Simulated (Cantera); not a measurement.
# Formation from one mole of I2

Cantera with NASA thermochemical tables; ideal gases at 1 bar, condensed phases pure. Values are per mole of reaction as written; species without (g) are pure solids or liquids, kept so even where they would boil at 1 bar.

0.6667 Al + I2(g) → 0.6667 AlI3(g)

```tsv
T (K)	ΔH° (kJ)	ΔS° (J/K)	ΔG° (kJ)	log10 K	condensed phases
873	-192.6	-32.7	-164.1	9.82	Al(s)
923	-192.9	-33.0	-162.4	9.19	Al(s)
973	-200.3	-40.9	-160.5	8.61	Al(l)
1023	-200.5	-41.1	-158.4	8.09	Al(l)
1073	-200.7	-41.3	-156.3	7.61	Al(l)
1123	-200.9	-41.5	-154.3	7.18	Al(l)
1173	-201.1	-41.7	-152.2	6.78	Al(l)
1223	-201.4	-41.9	-150.1	6.41	Al(l)
1273	-201.6	-42.1	-148.0	6.07	Al(l)
```

Mg + I2(g) → MgI2

```csv
T (K),ΔH° (kJ),ΔS° (J/K),ΔG° (kJ),log10 K,condensed phases
873,-419.9,-146.3,-292.2,17.48,"Mg(s), MgI2(s)"
923,-389.5,-112.8,-285.4,16.15,"Mg(s), MgI2(l)"
973,-396.5,-120.4,-279.4,15.00,"Mg(l), MgI2(l)"
1023,-395.1,-119.0,-273.4,13.96,"Mg(l), MgI2(l)"
1073,-393.7,-117.7,-267.5,13.02,"Mg(l), MgI2(l)"
1123,-392.3,-116.4,-261.6,12.17,"Mg(l), MgI2(l)"
1173,-390.9,-115.2,-255.8,11.39,"Mg(l), MgI2(l)"
1223,-389.6,-114.0,-250.1,10.68,"Mg(l), MgI2(l)"
1273,-388.2,-112.9,-244.4,10.03,"Mg(l), MgI2(l)"
```

Pb + I2(g) → PbI2(g)

| T (K) | ΔH° (kJ) | ΔS° (J/K) | ΔG° (kJ) | log10 K |
|---|---|---|---|---|
| 873 | -75.4 | 17.1 | -90.4 | 5.41 |
| 923 | -75.9 | 16.6 | -91.2 | 5.16 |
| 973 | -76.4 | 16.1 | -92.0 | 4.94 |
| 1023 | -76.8 | 15.6 | -92.8 | 4.74 |
| 1073 | -77.3 | 15.2 | -93.6 | 4.56 |
| 1123 | -77.8 | 14.8 | -94.3 | 4.39 |
| 1173 | -78.2 | 14.4 | -95.1 | 4.23 |
| 1223 | -78.7 | 14.0 | -95.8 | 4.09 |
| 1273 | -79.1 | 13.6 | -96.5 | 3.96 |
